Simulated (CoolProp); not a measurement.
Saturation properties of CHF3 (R23) (Tc = 299.3 K, pc = 48.32 bar, ω = 0.263).

The numbers come from the reference Helmholtz-energy equation of state, Penoncello 2003 in CoolProp.

| T (K) | p (bar) | liquid density (kg/m³) | vapour Z | vapour viscosity (µPa s) | liquid conductivity (mW/(m K)) |
|---|---|---|---|---|---|
| 231.8 | 6.718 | 1276 | 0.8562 | 11.7 | 105 |
| 236.6 | 8.014 | 1253 | 0.8386 | [?] | 102 |
| 241.3 | 9.456 | 1230 | 0.8200 | 12.3 | 99.2 |
| 246 | 11.08 | 1206 | 0.8000 | 12.6 | 96.3 |
| 250.8 | 12.96 | 1180 | 0.7779 | 12.9 | 93.3 |
| 255.5 | 15.01 | 1153 | 0.7546 | [?] | [?] |
| 260.2 | 17.29 | 1125 | 0.7294 | 13.6 | 87.3 |
| 265 | 19.89 | 1094 | 0.7015 | 14.1 | 84.2 |
| 269.7 | 22.70 | [?] | 0.6717 | 14.5 | 81.0 |
| 274.5 | [?] | 1024 | 0.6384 | 15.1 | 77.6 |
| 279.2 | 29.30 | 984.6 | 0.6020 | 15.8 | 74.0 |

Problem. What belongs in the gaps?

Solution. 
- 236.6, vapour viscosity (µPa s): 12.0
- 255.5, vapour viscosity (µPa s): 13.3
- 255.5, liquid conductivity (mW/(m K)): 90.3
- 269.7, liquid density (kg/m³): 1061
- 274.5, p (bar): 25.87

It boils at 191.1 K under 1 atm.

Viscosity comes from a separate model (Shan 2000). Thermal conductivity comes from a separate model (Shan 2000).
